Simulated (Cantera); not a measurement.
# Catalytic stagnation flow on Pt

A jet of 2.39 % CH4, 18.9 % O2, 78.7 % N2, equivalence ratio 0.25 at 300 K and 63.8 Torr hits a platinum plate 4.7 cm away at a mass flux of 0.065 kg/m²/s; the plate temperature is set and raised in steps from an oxygen-covered start.

Computed with Cantera and Deutschmann's 1995 Pt surface mechanism with GRI-Mech 3.0 gas chemistry. Catalytic surfaces can have several steady states; this one follows from the mechanism file's or the stated starting coverage.

```json
[
 {"plate T (K)": "850", "wall x CH4": "0.0208", "wall x O2": "0.183", "wall x H2O": "0.00587", "wall x OH": "<1e-8", "wall x CO": "5.20e-6", "wall x CO2": "0.00383", "θ free Pt": "0.123", "θ O*": "0.877"},
 {"plate T (K)": "900", "wall x CH4": "0.0177", "wall x O2": "0.176", "wall x H2O": "0.0116", "wall x OH": "2.44e-8", "wall x CO": "6.34e-6", "wall x CO2": "0.00759", "θ free Pt": "0.180", "θ O*": "0.819"},
 {"plate T (K)": "950", "wall x CH4": "0.0142", "wall x O2": "0.169", "wall x H2O": "0.0180", "wall x OH": "8.03e-8", "wall x CO": "7.01e-6", "wall x CO2": "0.0118", "θ free Pt": "0.243", "θ O*": "0.756"},
 {"plate T (K)": "1000", "wall x CH4": "0.0111", "wall x O2": "0.162", "wall x H2O": "0.0238", "wall x OH": "2.30e-7", "wall x CO": "7.37e-6", "wall x CO2": "0.0156", "θ free Pt": "0.310", "θ O*": "0.689"},
 {"plate T (K)": "1050", "wall x CH4": "0.00866", "wall x O2": "0.157", "wall x H2O": "0.0282", "wall x OH": "5.69e-7", "wall x CO": "7.61e-6", "wall x CO2": "0.0186", "θ free Pt": "0.377", "θ O*": "0.622"},
 {"plate T (K)": "1100", "wall x CH4": "0.00686", "wall x O2": "0.153", "wall x H2O": "0.0315", "wall x OH": "1.27e-6", "wall x CO": "7.88e-6", "wall x CO2": "0.0207", "θ free Pt": "0.443", "θ O*": "0.556"},
 {"plate T (K)": "1150", "wall x CH4": "0.00555", "wall x O2": "0.150", "wall x H2O": "0.0338", "wall x OH": "2.59e-6", "wall x CO": "8.29e-6", "wall x CO2": "0.0223", "θ free Pt": "0.507", "θ O*": "0.492"}
]
```
x: mole fraction at the wall; θ: surface coverage.
